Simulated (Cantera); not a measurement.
## Gas-phase reforming

An isothermal, constant-pressure homogeneous reactor starts with CH4 : CO2 : H2 = 1 : 2.4 : 1.6 (molar parts), at 1998 K and 3.10 bar.

Computed with Cantera and GRI-Mech 3.0 (53 species, 325 reactions).

| t (s) | x CH4 | x CO2 | x H2 | x HO2 | x O2 | x C2H |
|---|---|---|---|---|---|---|
| 6.00e-6 | 0.194 | 0.477 | 0.320 | 2.31e-11 | 8.34e-11 | 7.26e-10 |
| 3.05e-5 | 0.170 | 0.448 | 0.322 | 2.99e-11 | 8.99e-10 | 1.42e-7 |
| 0.000155 | 0.0965 | 0.328 | 0.312 | 3.97e-11 | 3.76e-9 | 1.05e-6 |
| 0.000791 | 0.0229 | 0.123 | 0.235 | 4.79e-11 | 1.35e-8 | 2.14e-6 |
| 0.00403 | 0.00992 | 0.0700 | 0.275 | 2.72e-11 | 1.08e-8 | 1.18e-6 |
| 0.0205 | 0.00333 | 0.0470 | 0.342 | 1.10e-11 | 5.87e-9 | 1.34e-7 |
| 0.104 | 2.44e-6 | 0.0427 | 0.357 | 9.14e-12 | 5.13e-9 | 2.09e-12 |
| 0.531 | 5.41e-8 | 0.0427 | 0.357 | 9.14e-12 | 5.13e-9 | <1e-12 |
| 2.70 | 5.41e-8 | 0.0427 | 0.357 | 9.14e-12 | 5.13e-9 | <1e-12 |
| 13.8 | 5.41e-8 | 0.0427 | 0.357 | 9.14e-12 | 5.13e-9 | <1e-12 |
| 70.0 | 5.41e-8 | 0.0427 | 0.357 | 9.14e-12 | 5.13e-9 | <1e-12 |
x: mole fraction; the columns are a selection and need not sum to one.

Equilibrium at this temperature and pressure: CH4 6.08e-8, CO2 0.0427, H2 0.357, HO2 9.14e-12, O2 5.13e-9, C2H <1e-12 (gas phase only).
